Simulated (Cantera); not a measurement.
Cantera run, input and output.

```python
import numpy as np
import cantera as ct

gas = ct.Solution("gri30.yaml")
gas.TPX = 1300, 67000, {'CO': 0.0032, 'O2': 0.01, 'H2O': 0.0015, 'N2': 1}
inlet = ct.Reservoir(gas, clone=True)

reactor = ct.IdealGasConstPressureReactor(gas, energy="off", clone=False)
exhaust = ct.Reservoir(gas, clone=True)
tau = [5.5, 2.1, 0.81, 0.31, 0.12, 0.046, 0.018, 0.0067][0]
for a, b in ((inlet, reactor), (reactor, exhaust)):
    ct.MassFlowController(a, b, mdot=lambda t: reactor.mass / tau)
net = ct.ReactorNet([reactor])
show = ['CO', 'O2', 'H2O', 'NO2', 'H', 'NO']

rows = []
print(f"{'tau/s':>10s}{'T/K':>9s}" + "".join(f"{s:>11s}" for s in show))
for tau in [5.5, 2.1, 0.81, 0.31, 0.12, 0.046, 0.018, 0.0067]:
    net.initial_time = 0.0
    net.advance(30 * tau)
    before = gas.X
    net.advance(40 * tau)
    drift = np.max(np.abs(gas.X - before) / (gas.X + 1e-9))
    rows.append([gas.T, *gas[show].X, drift])
    print(f"{tau:10.3e}{gas.T:9.1f}" + "".join(f"{x:11.3e}" for x in gas[show].X))
```

Result:

```
     tau/s      T/K         CO         O2        H2O        NO2          H         NO
 5.500e+00   1300.0  3.214e-05  8.302e-03  1.475e-03  7.349e-09  2.570e-07  9.836e-07
 2.100e+00   1300.0  6.172e-05  8.313e-03  1.473e-03  5.054e-09  6.452e-07  8.324e-07
 8.100e-01   1300.0  1.168e-04  8.336e-03  1.469e-03  2.910e-09  1.596e-06  6.294e-07
 3.100e-01   1300.0  2.194e-04  8.379e-03  1.463e-03  1.476e-09  3.907e-06  4.408e-07
 1.200e-01   1300.0  4.012e-04  8.456e-03  1.454e-03  7.242e-10  9.093e-06  3.029e-07
 4.600e-02   1300.0  7.152e-04  8.592e-03  1.439e-03  3.661e-10  1.972e-05  2.106e-07
 1.800e-02   1300.0  1.198e-03  8.807e-03  1.422e-03  1.964e-10  3.628e-05  1.441e-07
 6.700e-03   1300.0  1.893e-03  9.130e-03  1.409e-03  8.874e-11  5.072e-05  7.304e-08
```

Model: GRI-Mech 3.0 (53 species, 325 reactions), integrated in Cantera.
